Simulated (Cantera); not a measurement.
Charge: 1 mol CH3SiH3, 23 mol H2, 0.52 mol C3H8, equilibrated at 97.5 Torr.

Cantera equilibrium calculation (NASA polynomials, part measured and part estimated; ideal gas, pure solids and liquids). Candidate condensed phases: C, C6H6, C7H8, C8H18, Si, SiC; 87 gas species. The feed counts by its element totals alone. Gases not in the tables: Si2H6 and higher silanes. Equilibrium is a limit: real reactors are often held back by kinetics, nucleation or transport.

Problem. What share of the Si ends up in condensed phases as a function of T (K), at 1773, 1873, 1973, 2073, 2173, 2273, 2373, 2473, 2573?

Solution. 
| T (K) | Si condensed (%) | as |
|---|---|---|
| 1773 | 100.0 | SiC(s) |
| 1873 | 100.0 | SiC(s) |
| 1973 | 99.9 | SiC(s) |
| 2073 | 99.8 | SiC(s) |
| 2173 | 99.1 | SiC(s) |
| 2273 | 96.8 | SiC(s) |
| 2373 | 89.6 | SiC(s) |
| 2473 | 67.9 | SiC(s) |
| 2573 | 5.5 | SiC(s) |
